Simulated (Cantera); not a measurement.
Charge: 1 mol CH3SiH3, 0.26 mol C3H8, 8 mol H2, equilibrated at 1.20 mbar.

These are equilibrium values from Cantera (NASA tables, ideal gas, pure condensed phases), not measurements of a reactor. Candidate condensed phases: C, C6H6, C7H8, C8H18, Si, SiC; 87 gas species. The feed counts by its element totals alone. Equilibrium is a limit: real reactors are often held back by kinetics, nucleation or transport.

**Question.** At 1848 K, list the 4 most abundant gas species with their mole fractions, and the condensed phases.

**Answer.** H2 0.984, H 0.0152, C2H2 (acetylene) 0.000253, Si 0.000156. Condensed: C(graphite) + SiC(s).
